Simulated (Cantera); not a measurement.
Input: 1 mol Pb, 0.075 mol CO, 3 mol H₂, equilibrated at 1.30 mbar.

Equilibrium computed with Cantera from the NASA thermochemical tables; the gas is ideal and each condensed phase is pure. Candidate condensed phases: C, C₆H₆, C₇H₈, C₈H₁₈, H₂O, Pb, PbO, PbO₂, Pb₃O₄; 113 gas species. Rates play no part.

Problem. At 1100 K, list the 3 most abundant gas species with their mole fractions, and the condensed phases.

Solution. H₂ 0.885, Pb 0.0932, CO 0.0221. Condensed: Pb(l).
